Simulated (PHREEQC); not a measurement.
Consider water at 21 °C with 0.25 mol HBr and 0.0012 mol CaCl2 per kg of water. Closed to the air; pH follows from the charge balance.

Equilibrium calculation in PHREEQC: Pitzer model, pitzer.dat.

```tsv
quantity	before	after
pH	0.67	0.98
SI of Portlandite (Ca(OH)2)	-25.12	-24.75
```

Task: Which change was made?
A. 0.051 mol/kgw Na2SO4 added
B. CaCl2 from 0.0012 to 0.006 mol/kgw
C. HBr from 0.25 to 0.05 mol/kgw
D. diluted 2-fold with water
E. HBr from 0.25 to 1.25 mol/kgw

Result: D, diluted 2-fold with water

Precipitation was switched off in this run.
